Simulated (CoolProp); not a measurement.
R410A at several states: density (kg/m³) from the reference equation and from simpler models built on Tc = 344.5 K, pc = 4.901 MPa, ω = 0.296; each cubic takes its own stable root.

The numbers come from the reference Helmholtz-energy equation of state, Lemmon 2003 in CoolProp. It is a pseudo-pure fit of the blend.

```json
[
 {"T (K)": "465.1", "p (MPa)": "8.11", "phase": "supercritical", "reference": "188.1"},
 {"T (K)": "455.5", "p (MPa)": "1.61", "phase": "gas", "reference": "32.26"},
 {"T (K)": "223.9", "p (MPa)": "0.0147", "phase": "gas", "reference": "0.5765"},
 {"T (K)": "207.9", "p (MPa)": "0.129", "phase": "liquid", "reference": "1392"}
]
```

Q: How far does each simpler model (van der Waals, Redlich-Kwong, Soave-Redlich-Kwong, Peng-Robinson) lie from the reference over these 4 states: mean and median of the absolute difference, and the worst?

A: 
- van der Waals: mean 27.3 %, median 4.7 %, worst -99.6 % at 207.9 K and 0.129 MPa
- Redlich-Kwong: mean 5.9 %, median 2.1 %, worst -19.3 % at 207.9 K and 0.129 MPa
- Soave-Redlich-Kwong: mean 5.5 %, median 2.7 %, worst -16.2 % at 207.9 K and 0.129 MPa
- Peng-Robinson: mean 1.7 %, median 0.6 %, worst -5.5 % at 207.9 K and 0.129 MPa

At some of these states van der Waals gives the other phase, because its saturation line lies elsewhere.
